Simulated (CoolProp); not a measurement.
C2F6 (R116) at 293.15 K and 0.312 MPa is throttled through a valve to 0.0594 MPa with no heat exchange. Each further row changes one setting.

Model: reference Helmholtz-energy equation of state, Lemmon 2006, in CoolProp. It is a short technical equation, of lower accuracy than the large ones.

```csv
case,temperature change (K),final density (kg/m³)
as stated,(withheld),(withheld)
outlet pressure 0.0178 MPa,(withheld),(withheld)
outlet pressure 0.0772 MPa,(withheld),(withheld)
```

Question: What belongs in the gaps?

Answer: 
- as stated, temperature change (K): -2.2
- as stated, final density (kg/m³): 3.41
- outlet pressure 0.0178 MPa, temperature change (K): -2.6
- outlet pressure 0.0178 MPa, final density (kg/m³): 1.02
- outlet pressure 0.0772 MPa, temperature change (K): -2.1
- outlet pressure 0.0772 MPa, final density (kg/m³): 4.44
